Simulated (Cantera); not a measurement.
A closed system holds: 1 mol Al(CH3)3, 0.62 mol NH3, a varied amount of H2, 6.6 mol N2, equilibrated at 475 °C and 0.0510 bar.

These are equilibrium values from Cantera (NASA tables, ideal gas, pure condensed phases), not measurements of a reactor. Candidate condensed phases: Al, AlN, C, C6H6, C7H8, C8H18; 97 gas species. The feed counts by its element totals alone. Rates play no part.

Question: Which condensed phases are stable at each of these points (n(H2) (mol)): 4.1, 6.4, 10, 15, 24, 37, 58, 90, 140?

Answer: 
```tsv
n(H2) (mol)	condensed phases	Al condensed (%)
4.1	AlN(s) + C(graphite)	100.0
6.4	AlN(s) + C(graphite)	100.0
10	AlN(s) + C(graphite)	100.0
15	AlN(s) + C(graphite)	100.0
24	AlN(s) + C(graphite)	100.0
37	AlN(s)	100.0
58	AlN(s)	100.0
90	AlN(s)	100.0
140	AlN(s)	100.0
```

From 4.1 mol H2 to 24 mol H2 the condensed part is AlN(s) + C(graphite). From 37 mol H2 to 140 mol H2 the condensed part is AlN(s).
